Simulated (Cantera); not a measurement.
A closed system holds: 1 mol Ta, 2.4 mol CH₄, equilibrated at 2050 K and 14.0 Pa.

Equilibrium computed with Cantera from the NASA thermochemical tables; the gas is ideal and each condensed phase is pure. Candidate condensed phases: C, C₆H₆, C₇H₈, C₈H₁₈, Ta, TaC; 77 gas species. TaC: taken at fixed stoichiometry. Condensed phases not in the tables: Ta₂C. The numbers say what is thermodynamically allowed, not how fast it happens.

Base state: H₂ 0.825, H 0.174, C₂H₂ (acetylene) 0.000876 (mole fractions); condensed: C(graphite) + TaC(s).

Question: What changes in the equilibrium state with this change: pressure from 14.0 Pa to 26.0 mbar?

Answer: 
| species | before | after |
|---|---|---|
| H₂ | 0.825 | 0.985 |
| H | 0.174 | 0.0140 |
| C₂H₂ (acetylene) | 0.000876 | 0.00105 |
| C(graphite), mol | 1.39 | 1.39 |
| TaC(s), mol | 1.00 | 1.00 |
